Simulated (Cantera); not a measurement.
Premixed flame

A freely propagating, adiabatic, planar premixed flame of 55.0 % H2, 9.85 % O2, 28.5 % N2, 6.60 % H2O, equivalence ratio 2.8, unburnt at 700 K and 0.405 atm; mixture-averaged transport, grid criteria slope 0.08 and curve 0.16, no radiation.

Model: the H2/O2 subset of GRI-Mech 3.0, which has no nitrogen chemistry, integrated in Cantera. Burning velocities carry a grid error of a few per cent, more on coarse grids.

```tsv
z (mm)	T (K)	u (m/s)	x H2	x O2	x H2O	x H	x OH	x HO2
-4.57	700	10.6	0.550	0.0985	0.0660	<1e-8	<1e-8	<1e-8
-3.04	700	10.6	0.550	0.0985	0.0660	<1e-8	<1e-8	<1e-8
-2.28	700	10.6	0.550	0.0985	0.0660	<1e-8	<1e-8	1.58e-8
-1.52	700	10.6	0.550	0.0985	0.0660	9.32e-7	<1e-8	1.83e-6
-0.761	715	10.8	0.548	0.0983	0.0672	0.000600	3.24e-5	0.000109
-0.380	851	12.7	0.523	0.0938	0.0815	0.0103	0.000282	7.79e-5
0	1183	17.2	0.419	0.0564	0.162	0.0613	0.00151	3.14e-5
0.380	1409	20.4	0.334	0.00966	0.253	0.100	0.00232	5.01e-6
0.761	1498	21.6	0.325	0.00129	0.271	0.0996	0.00245	6.33e-7
1.52	1593	22.8	0.332	0.000249	0.275	0.0875	0.00277	1.22e-7
3.04	1696	24.1	0.342	0.000183	0.277	0.0722	0.00298	8.81e-8
6.09	1805	25.4	0.354	0.000126	0.280	0.0557	0.00294	6.20e-8
12.2	1905	26.6	0.364	7.38e-5	0.283	0.0404	0.00260	3.95e-8
```
x: mole fraction of selected species; z is measured from the peak of heat release.

| Quantity | Result |
|---|---|
| laminar burning velocity | 1060 cm/s |
| thermal thickness | 1.52 mm |
| peak x(H) | 0.102 |
| peak x(OH) | 0.00300 |
| peak x(HO2) | 0.000110 |
| grid points | 138 |
